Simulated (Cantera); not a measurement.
What does this Cantera script print?

```python
import numpy as np
import cantera as ct

gas_names = """
    C CH CH2 CH3 CH2OH CH3O CH4 CH3OH CO CO2 COOH C2 C2H CHCO,ketyl C2H2,acetylene C2H2,vinylidene
    CH2CO,ketene C2H3,vinyl CH3CO,acetyl C2H4 C2H4O,ethylen CH3CHO,ethanal CH3COOH (HCOOH)2 C2H5 C2H6
    CH3OCH3 C2H5OH C2O C3 C3H3,propargyl C3H4,allene C3H4,propyne C3H4,cyclo- C3H5,allyl C3H6,propylene
    C3H6,cyclo- C3H6O C3H7,n-propyl C3H7,i-propyl C3H8 C3H8O,1propanol C3H8O,2propanol C3O2 C4 C4H2
    C4H4,1,3-cyclo- C4H6,butadiene C4H6,2-butyne C4H6,cyclo- C4H8,1-butene C4H8,cis2-buten
    C4H8,tr2-butene C4H8,isobutene C4H8,cyclo- (CH3COOH)2 C4H9,n-butyl C4H9,i-butyl C4H9,s-butyl
    C4H9,t-butyl C4H10,isobutane C4H10,n-butane C5 C5H6,1,3cyclo- C5H8,cyclo- C5H10,1-pentene
    C5H10,cyclo- C5H11,pentyl C5H11,t-pentyl C5H12,n-pentane C5H12,i-pentane CH3C(CH3)2CH3 C6H2
    C6H5,phenyl C6H5O,phenoxy C6H6 C6H5OH,phenol C6H10,cyclo- C6H12,1-hexene C6H12,cyclo- C6H13,n-hexyl
    C7H7,benzyl C7H8 C7H8O,cresol C7H14,1-heptene C7H15,n-heptyl C7H16,n-heptane C8H8,styrene
    C8H10,ethylbenz C8H16,1-octene C8H17,n-octyl C8H18,isooctane C8H18,n-octane C9H19,n-nonyl
    C10H8,naphthale C10H21,n-decyl C12H9,o-bipheny C12H10,bipheny H HCO HO2 H2 HCHO,formaldehy HCOOH H2O
    H2O2 O OH O2 O3 Pb PbO Pb2
""".split()
cond_names = """
    C(gr) C6H6(L) C7H8(L) C8H18(L),n-octa H2O(s) H2O(L) Pb(cr) Pb(L) PbO(rd) PbO(yw) PbO(L) PbO2(s)
    Pb3O4(s)
""".split()


def load(file, names, dense=False):
    # The tables refer to 1 bar. Condensed volumes are neglected.
    table = {s.name: s for s in ct.Species.list_from_file(file)}
    out = []
    for n in names:
        d = dict(table[n].input_data)
        d["thermo"] = dict(d["thermo"], **{"reference-pressure": 1e5})
        if dense:
            d["equation-of-state"] = {"model": "constant-volume", "density": "1e6 g/cm^3"}
        out.append(ct.Species.from_dict(d))
    return out


gas = ct.Solution(thermo="ideal-gas", species=load("nasa_gas.yaml", gas_names))
cond = {s.name: ct.Solution(thermo="fixed-stoichiometry", species=[s], name=s.name)
        for s in load("nasa_condensed.yaml", cond_names, dense=True)}
atoms = {
    'Pb': {'Pb': 1},
    'H2': {'H': 2},
    'CO': {'C': 1, 'O': 1},
}
top_T = {'C(gr)': 4500, 'Pb3O4(s)': 820}  # K; cautious upper limits of use, not melting points


def equilibrate(T, P, feed):
    n = {}
    for name, mol in feed.items():
        for a, k in atoms[name].items():
            n[a] = n.get(a, 0.0) + k * mol
    gas.TPX = T, P, n
    mass = sum(n.values()) * gas.mean_molecular_weight
    gas.equilibrate("TP")
    valid = [c for c in cond.values() if c.min_temp <= T <= top_T.get(c.name, c.max_temp)]
    mix = ct.Mixture([(gas, mass / gas.mean_molecular_weight)] + [(c, 0.0) for c in valid])
    mix.T, mix.P = T, P
    mix.equilibrate("TP", solver="vcs", rtol=1e-11, max_steps=5000)
    return mix


results = []
feed = {'Pb': 1, 'H2': 16, 'CO': 0.042}  # mol
P = 120  # Pa
for T in [800, 850, 900, 950, 1000, 1050, 1100, 1150, 1200, 1250, 1300, 1350, 1400, 1450]:
    mix = equilibrate(T, P, feed)
    results.append((T, P, feed, dict(zip(mix.species_names, mix.species_moles))))

top = {s: max(r[3][s] / sum(r[3][g] for g in gas_names) for r in results) for s in gas_names}
cols = sorted((s for s in top if top[s] > 0.001), key=lambda s: -top[s])[:9]
seen = [c for c in cond_names if any(r[3].get(c, 0) > 1e-12 for r in results)]
print("log10 of partial pressures in bar; condensed amounts in mol")
print(f"{'T/K':>10s}" + "".join(f"{s[:9]:>10s}" for s in cols + seen))
for T, P, feed, n in results:
    ng = sum(n[g] for g in gas_names)
    print(f"{T:10.4g}" + "".join(f"{np.log10(max(n[s] / ng * P / 1e5, 1e-99)):10.3f}" for s in cols)
          + "".join(f"{n.get(c, 0):10.4g}" for c in seen))
```

Result:

```
log10 of partial pressures in bar; condensed amounts in mol
       T/K        H2        Pb        CO     Pb(L)
       800    -2.922    -7.212    -5.560    0.9992
       850    -2.922    -6.497    -5.524    0.9957
       900    -2.922    -5.864    -5.512    0.9817
       950    -2.924    -5.298    -5.509    0.9325
      1000    -2.928    -4.791    -5.511    0.7805
      1050    -2.939    -4.332    -5.521    0.3529
      1100    -2.948    -4.152    -5.530         0
      1150    -2.948    -4.152    -5.529         0
      1200    -2.948    -4.152    -5.529         0
      1250    -2.948    -4.152    -5.529         0
      1300    -2.948    -4.152    -5.529         0
      1350    -2.948    -4.152    -5.529         0
      1400    -2.948    -4.152    -5.529         0
      1450    -2.948    -4.152    -5.529         0
```

Cantera equilibrium calculation (NASA polynomials, part measured and part estimated; ideal gas, pure solids and liquids).
